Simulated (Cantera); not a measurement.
Input: 1 mol SiHCl₃, 0.055 mol HCl, 25 mol N₂, equilibrated at 13.3 mbar.

Cantera equilibrium calculation (NASA polynomials, part measured and part estimated; ideal gas, pure solids and liquids). Candidate condensed phases: NH₄Cl, Si, Si₃N₄; 28 gas species. The tables' values for SiCl₃ are old estimates; treat these amounts as uncertain. The numbers say what is thermodynamically allowed, not how fast it happens. All values below are at 1548 K.

Base state: N₂ 0.927, HCl 0.0325, SiCl₂ 0.0319, SiCl₃ 0.00386, H₂ 0.00329, SiCl₄ 0.00131, Cl 0.000121, SiHCl₃ 1.61e-5 (mole fractions); condensed: gas only.

**Question.** What changes in the equilibrium state with this change: N₂ from 25 to 250 mol?

**Answer.** 
| species | before | after |
|---|---|---|
| N₂ | 0.927 | 0.992 |
| HCl | 0.0325 | 0.00382 |
| SiCl₂ | 0.0319 | 0.00370 |
| SiHCl₃ | 1.61e-5 | 2.20e-7 |
| SiCl₄ | 0.00131 | 3.84e-5 |
| H₂ | 0.00329 | 0.000179 |
